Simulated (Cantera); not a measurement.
Feed: 1 mol Si, 3.7 mol HCl, 8 mol H₂, 0.63 mol Cl₂, equilibrated at 748 K and 17000 Pa.

Equilibrium computed with Cantera from the NASA thermochemical tables; the gas is ideal and each condensed phase is pure. Candidate condensed phases: Si; 19 gas species. Rates play no part.

Base state: H₂ 0.827, SiCl₄ 0.0879, HCl 0.0851, SiHCl₃ 0.000375 (mole fractions); condensed: gas only.

What changes in the equilibrium state with this change: temperature from 748 K to 1075 K?


| species | before | after |
|---|---|---|
| H₂ | 0.827 | 0.817 |
| HCl | 0.0851 | 0.0946 |
| SiCl₄ | 0.0879 | 0.0785 |
| SiCl₂ | <1e-9 | 0.000187 |
| SiCl₃ | 2.25e-7 | 0.000963 |
| SiH₂Cl₂ | 1.17e-7 | 0.000106 |
| SiHCl₃ | 0.000375 | 0.00842 |
The tables' values for SiCl₃ are old estimates; treat these amounts as uncertain.
